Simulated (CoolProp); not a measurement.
Vapour-liquid equilibrium of R113 (1) + n-hexane (2) at 1.13 MPa; x and y are mole fractions of (1).

Values from CoolProp's multi-fluid Helmholtz-energy mixture model, Marx 1992 and Thol 2019; pair parameters Bell 2016.

| x | bubble temperature, mixture model (K) | bubble temperature, Raoult's law (K) | y, mixture model | y, Raoult's law |
|---|---|---|---|---|
| 0.05 | 442.7 | 443.4 | 0.076 | 0.077 |
| 0.125 | 439.6 | 441.1 | 0.180 | 0.184 |
| 0.2 | 436.8 | 438.8 | 0.274 | 0.284 |
| 0.275 | 434.3 | 436.6 | 0.361 | 0.376 |
| 0.35 | 432.0 | 434.6 | 0.440 | 0.462 |
| 0.425 | 429.9 | 432.5 | 0.514 | 0.542 |
| 0.5 | 428.0 | 430.6 | 0.584 | 0.616 |
| 0.575 | 426.3 | 428.7 | 0.650 | 0.685 |
| 0.65 | 424.7 | 426.8 | 0.714 | 0.749 |
| 0.725 | 423.2 | 425.0 | 0.776 | 0.810 |
| 0.8 | 421.9 | 423.3 | 0.837 | 0.866 |
| 0.875 | 420.7 | 421.6 | 0.898 | 0.919 |
| 0.95 | 419.6 | 420.0 | 0.959 | 0.969 |

The largest gap from Raoult's law is -2.6 K in bubble temperature, at x = 0.425. No azeotrope shows between x = 0.05 and 0.95.

Pair parameters are fitted to limited data, so mixtures are less certain than the pure fluids.
